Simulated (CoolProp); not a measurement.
Vapour-liquid equilibrium of propane (1) + R245fa (2) at 38.75 °C; x and y are mole fractions of (1).

The numbers come from the multi-fluid Helmholtz-energy mixture model, Lemmon 2009 and Akasaka 2015; pair parameters Bell 2016 in CoolProp.

Problem. Give the bubble pressure and the first vapour's composition at x = 0.05, 0.65, 0.75. Is there an azeotrope?

Solution. x = 0.05: 421.0 kPa, y = 0.428; x = 0.65: 1176 kPa, y = 0.840; x = 0.75: 1225 kPa, y = 0.866. No azeotrope shows between x = 0.05 and 0.95.

Pair parameters are fitted to limited data, so mixtures are less certain than the pure fluids. With so large a gap from Raoult's law the liquid may split in two, which this calculation doesn't test in full.
